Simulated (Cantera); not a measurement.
An isothermal, constant-pressure homogeneous reactor starts with N₂O : N₂ = 1 : 1 (molar parts), at 1550 K and 89000 Pa.

Cantera simulation using GRI-Mech 3.0 (53 species, 325 reactions); the numbers are that mechanism's predictions, not measurements. GRI-Mech 3.0 was tuned for natural gas; its chemistry of N2O as a main component is partial and can be far from experiment. The temperature is held fixed by assumption; the heat of reaction is taken as removed at once.

Predict: x(N₂O) at 60.0 s; x(O) at 60.0 s; x(NO) at 60.0 s; x(N₂) at 60.0 s; x(O₂) at 60.0 s.


| Quantity | Value |
|---|---|
| x(N₂O) at 60.0 s | 2.06e-6 (gas-phase equilibrium 8.78e-8) |
| x(O) at 60.0 s | 3.36e-6 (gas-phase equilibrium 3.73e-6) |
| x(NO) at 60.0 s | 0.0762 (gas-phase equilibrium 0.00153) |
| x(N₂) at 60.0 s | 0.762 (gas-phase equilibrium 0.799) |
| x(O₂) at 60.0 s | 0.162 (gas-phase equilibrium 0.199) |
